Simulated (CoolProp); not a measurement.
Saturation properties of n-perfluorohexane.

Values from CoolProp's reference Helmholtz-energy equation of state, Gao 2022.

| T (K) | p (MPa) | liquid density (kg/m³) | vapour density (kg/m³) | enthalpy of vaporisation (kJ/kg) | liquid cp (kJ/(kg K)) |
|---|---|---|---|---|---|
| 292 | 0.02231 | … | 3.170 | 94.68 | 1.037 |
| 299 | 0.03052 | 1673 | 4.259 | 92.90 | 1.048 |
| 306 | 0.04101 | 1653 | 5.629 | 91.08 | 1.059 |
| 313 | 0.05421 | … | 7.329 | 89.23 | 1.070 |
| 320 | 0.07056 | 1611 | … | 87.34 | 1.081 |
| 327 | 0.09056 | … | 11.95 | 85.40 | 1.093 |
| 334 | 0.1148 | 1566 | 15.00 | 83.41 | 1.104 |
| 341.1 | 0.1441 | 1543 | 18.69 | 81.31 | 1.116 |
| 348.1 | 0.1785 | 1519 | 23.03 | 79.18 | 1.128 |

Problem. Some entries are withheld; supply them.

Solution. 
- 292, liquid density (kg/m³): 1694
- 313, liquid density (kg/m³): 1632
- 320, vapour density (kg/m³): 9.414
- 327, liquid density (kg/m³): 1589

It boils at 330.3 K under 1 atm.
